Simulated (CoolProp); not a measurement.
Values from CoolProp's reference Helmholtz-energy equation of state, Platzer 1990. This equation is an older, rougher fit; its heat capacities, sound speeds and derivatives of the liquid may be far off and weren't checked against measurements.

Task: Give the vapour pressure (MPa), liquid density (kg/m³), vapour Z, surface tension (mN/m) of saturated R13 at 211.2, 243.5, 275.9 K.

Result: 
```csv
T (K),p (MPa),liquid density (kg/m³),vapour Z,surface tension (mN/m)
211.2,0.258,1440,0.921,11.0
243.5,0.851,1300,0.822,6.28
275.9,2.11,1100,0.658,2.26
```

Surface tension comes from a separate correlation (Mulero 2012).
